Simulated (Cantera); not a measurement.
An isothermal, constant-pressure homogeneous reactor starts with 0.709 % CH₄, 99.3 % N₂, at 2023 K and 150 Pa.

Cantera simulation using GRI-Mech 3.0 (53 species, 325 reactions); the numbers are that mechanism's predictions, not measurements. GRI-Mech 3.0 stops at C3 and has no aromatics, soot or wall deposition, so with more carbon than oxygen in the feed, carbon stays in small species such as C2H2 where larger ones or solid carbon would form. Radical loss at walls, strong at low pressure, is not modelled.

x: mole fraction; the columns are a selection and need not sum to one.

```csv
t (s),x CH₄,x CH₂,x CH₃,x C₂H₂,x HCN,x H,x C₂H
8.00e-6,0.00709,<1e-12,5.17e-8,<1e-12,<1e-12,5.14e-8,<1e-12
3.60e-5,0.00709,<1e-12,2.34e-7,<1e-12,<1e-12,2.29e-7,<1e-12
0.000162,0.00709,3.28e-12,1.09e-6,<1e-12,<1e-12,9.89e-7,<1e-12
0.000727,0.00709,2.38e-10,5.62e-6,<1e-12,<1e-12,3.74e-6,<1e-12
0.00327,0.00706,1.51e-8,3.31e-5,2.48e-10,3.20e-11,8.83e-6,<1e-12
0.0147,0.00691,3.68e-7,0.000175,1.77e-7,2.32e-9,1.08e-5,3.00e-11
0.0660,…,…,…,…,…,…,…
0.297,0.00175,8.30e-6,0.000595,0.00223,2.27e-5,0.000169,1.06e-6
1.33,…,…,…,0.00337,…,…,…
6.00,1.48e-6,5.46e-8,1.12e-6,0.00342,0.000190,0.000399,2.66e-6
```

Q: Complete the blanks.

A: 
- 0.0660, x CH₄: 0.00610
- 0.0660, x CH₂: 3.47e-6
- 0.0660, x CH₃: 0.000715
- 0.0660, x C₂H₂: 6.06e-5
- 0.0660, x HCN: 2.50e-7
- 0.0660, x H: 3.04e-5
- 0.0660, x C₂H: 4.25e-8
- 1.33, x CH₄: 0.000114
- 1.33, x CH₂: 1.98e-6
- 1.33, x CH₃: 6.18e-5
- 1.33, x HCN: 0.000117
- 1.33, x H: 0.000288
- 1.33, x C₂H: 1.92e-6
